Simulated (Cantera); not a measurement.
Cantera run, input and output.

```python
import numpy as np
import cantera as ct

gas = ct.Solution("gri30.yaml")
gas.TPX = 2500, 2666, {'CH4': 0.009, 'H2': 1, 'CO2': 0.0094, 'H2O': 0.0054}
reactor = ct.IdealGasConstPressureReactor(gas, energy="off", clone=False)
net = ct.ReactorNet([reactor])
net.rtol, net.atol = 1e-08, 1e-18
show = ['CH4', 'H2', 'CO2', 'O2', 'O', 'HCO']
times = np.geomspace(0.0003, 90, 11)

steps = ct.SolutionArray(gas, extra=["t"])
rows = []
print(f"{'t/s':>10s}{'T/K':>9s}{'P/Pa':>11s}" + "".join(f"{s:>11s}" for s in show))
for t in times:
    while net.time < t:
        t_next = net.step()
        steps.append(gas.state, t=t_next)
    rows.append([np.interp(t, steps.t, y) for y in (steps.T, steps.P, *steps(*show).X.T)])
    print(f"{t:10.3e}{rows[-1][0]:9.1f}{rows[-1][1]:11.4g}" + "".join(f"{x:11.3e}" for x in rows[-1][2:]))
rate = np.gradient(steps.T, steps.t)
print("integrator steps:", len(steps.t))
if steps.T.max() > steps.T[0] + 200:
    print(f"time of steepest temperature rise: {steps.t[rate.argmax()]:.4e} s")
gas.TPX = 2500, 2666, {'CH4': 0.009, 'H2': 1, 'CO2': 0.0094, 'H2O': 0.0054}
gas.equilibrate("TP")
print(f"equilibrium (TP): T = {gas.T:.1f} K  " + "  ".join(f"{s} {gas[s].X[0]:.3e}" for s in show))
```

Output:

```
       t/s      T/K       P/Pa        CH4         H2        CO2         O2          O        HCO
 3.000e-04   2500.0       2666  7.838e-03  9.702e-01  8.273e-03  7.623e-11  4.203e-08  2.473e-08
 1.059e-03   2500.0       2666  5.741e-03  9.534e-01  2.832e-03  2.455e-09  5.737e-07  1.626e-07
 3.737e-03   2500.0       2666  1.373e-03  9.374e-01  2.232e-05  1.369e-08  2.394e-06  1.571e-07
 1.319e-02   2500.0       2666  2.551e-04  9.263e-01  2.230e-05  1.902e-08  3.916e-06  6.196e-08
 4.656e-02   2500.0       2666  5.533e-05  9.084e-01  1.843e-05  1.505e-08  5.060e-06  2.845e-08
 1.643e-01   2500.0       2666  1.255e-09  8.703e-01  1.583e-05  2.566e-08  1.064e-05  1.025e-08
 5.800e-01   2500.0       2666  4.922e-12  8.383e-01  1.571e-05  4.600e-08  1.889e-05  8.861e-09
 2.047e+00   2500.0       2666  4.667e-12  8.365e-01  1.571e-05  4.729e-08  1.941e-05  8.798e-09
 7.225e+00   2500.0       2666  4.667e-12  8.365e-01  1.571e-05  4.729e-08  1.941e-05  8.798e-09
 2.550e+01   2500.0       2666  4.667e-12  8.365e-01  1.571e-05  4.729e-08  1.941e-05  8.798e-09
 9.000e+01   2500.0       2666  4.667e-12  8.365e-01  1.571e-05  4.729e-08  1.941e-05  8.798e-09
integrator steps: 1880
equilibrium (TP): T = 2500.0 K  CH4 4.938e-12  H2 8.365e-01  CO2 1.571e-05  O2 4.729e-08  O 1.941e-05  HCO 8.798e-09
```

Detailed kinetics in Cantera: GRI-Mech 3.0 (53 species, 325 reactions). Radical loss at walls, strong at low pressure, is not modelled.
